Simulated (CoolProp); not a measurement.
Vapour-liquid equilibrium of R125 (1) + propane (2) at 287.2 K; x and y are mole fractions of (1).

Values from CoolProp's multi-fluid Helmholtz-energy mixture model, Lemmon 2005 and Lemmon 2009; pair parameters Bell 2016.

```
x      bubble pressure (MPa)  y at the bubble point  dew pressure at overall composition x (MPa)  liquid density (mol/L)
-----  ---------------------  ---------------------  -------------------------------------------  ----------------------
0.05                  0.8341                  0.163                                       0.7468                   11.40
0.125                 0.9672                  0.305                                       0.8032                   11.19
0.2                    1.058                  0.390                                       0.8666                   11.00
0.275                  1.119                  0.448                                       0.9374                   10.82
0.35                   1.161                  0.493                                        1.015                   10.65
0.425                  1.191                  0.531                                        1.095                   10.52
0.5                    1.210                  0.566                                        1.167                   10.41
0.575                  1.221                  0.602                                        1.213                   10.33
0.65                   1.223                  0.641                                        1.222                   10.28
0.725                  1.215                  0.686                                        1.200                   10.26
0.8                    1.193                  0.741                                        1.159                   10.27
0.875                  1.152                  0.812                                        1.110                   10.31
0.95                   1.085                  0.910                                        1.057                   10.37
```

y crosses x between x = 0.575 and 0.65: the model has an azeotrope there.

The pair parameters rest on a limited set of measurements; away from them the model extrapolates.
